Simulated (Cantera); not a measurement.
Input: 1 mol MgF₂, a varied amount of H₂, equilibrated at 2098.15 K and 100 Pa.

Equilibrium computed with Cantera from the NASA thermochemical tables; the gas is ideal and each condensed phase is pure. Candidate condensed phases: Mg, MgF₂; 17 gas species. The tables' values for MgH are old estimates; treat these amounts as uncertain. The numbers say what is thermodynamically allowed, not how fast it happens.

**Question.** At 1.1 mol H₂, list the 6 most abundant gas species with their mole fractions, and the condensed phases.

**Answer.** HF 0.440, Mg 0.194, H₂ 0.159, MgF₂ 0.116, MgF 0.0528, H 0.0388. Condensed: gas only.
